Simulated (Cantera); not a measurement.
Charge: 1 mol Si(CH₃)₄, 110 mol H₂, held at 0.460 bar.

Method: chemical equilibrium by Gibbs-energy minimisation in Cantera with the NASA 1993 tables (ideal gas, pure condensed phases). Candidate condensed phases: C, C₆H₆, C₇H₈, C₈H₁₈, Si, SiC; 87 gas species. The numbers say what is thermodynamically allowed, not how fast it happens.

### Question
At 1948 K, list the 4 most abundant gas species with their mole fractions, and the condensed phases.

### Answer
H₂ 0.998, H 0.00166, C₂H₂ (acetylene) 0.000538, CH₄ 0.000224. Condensed: C(graphite) + SiC(s).
